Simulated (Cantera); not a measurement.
A Cantera script and its output.

```python
import numpy as np
import cantera as ct

gas = ct.Solution("gri30.yaml", transport_model="mixture-averaged")
show = ['H2', 'NH3', 'C2H2']

rows = []
print(f"{'T/K':>7s}{'rho':>11s}{'cp':>10s}{'mu':>11s}{'lambda':>11s}{'Pr':>7s}" + "".join(f"{'D_' + s:>11s}" for s in show))
for T in [400, 550, 700, 850, 1000, 1150]:
    gas.TPX = T, 500000, {'CO2': 0.17, 'NO': 0.19}
    Pr = gas.cp_mass * gas.viscosity / gas.thermal_conductivity
    D = [gas.mix_diff_coeffs_mole[gas.species_index(s)] for s in show]
    rows.append([gas.density, gas.cp_mass, gas.viscosity, gas.thermal_conductivity, Pr, *D])
    print(f"{T:7g}{gas.density:11.4e}{gas.cp_mass:10.1f}{gas.viscosity:11.4e}"
          f"{gas.thermal_conductivity:11.4e}{Pr:7.3f}" + "".join(f"{d:11.4e}" for d in D))
print("SI units: kg/m3, J/kg/K, Pa s, W/m/K, m2/s")
```

Output:

```
    T/K        rho        cp         mu     lambda     Pr       D_H2      D_NH3     D_C2H2
    400 5.5052e+00     964.2 2.1318e-05 2.8850e-02  0.712 2.3878e-05 6.5756e-06 4.8942e-06
    550 4.0038e+00    1038.6 2.7368e-05 3.9640e-02  0.717 4.0946e-05 1.2011e-05 8.6775e-06
    700 3.1459e+00    1101.1 3.2707e-05 4.9949e-02  0.721 6.1359e-05 1.8693e-05 1.3246e-05
    850 2.5907e+00    1150.8 3.7554e-05 5.9695e-02  0.724 8.4839e-05 2.6483e-05 1.8521e-05
   1000 2.2021e+00    1190.4 4.2036e-05 6.8904e-02  0.726 1.1118e-04 3.5282e-05 2.4450e-05
   1150 1.9149e+00    1219.0 4.6235e-05 7.7630e-02  0.726 1.4024e-04 4.5017e-05 3.0990e-05
SI units: kg/m3, J/kg/K, Pa s, W/m/K, m2/s
```

Computed with Cantera and GRI-Mech 3.0 (53 species, 325 reactions). The composition is frozen, though it would react at the higher temperatures.
